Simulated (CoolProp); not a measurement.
Properties of n-heptane along the isobar 0.291 MPa (Tc = 541.2 K, pc = 2.774 MPa, ω = 0.349).

Model: reference Helmholtz-energy equation of state, Span 2003, in CoolProp. It is a short technical equation, of lower accuracy than the large ones.

```csv
T (K),phase,density (kg/m³),expansivity (1/kK)
502.5,gas,7.347,2.391
514.7,gas,7.140,2.297
526.9,gas,6.946,2.212
539.1,gas,6.765,2.135
551.3,gas,6.594,2.064
563.4,gas,6.434,2.000
575.6,gas,6.281,1.940
587.8,gas,6.136,1.885
600,gas,5.998,1.833
```
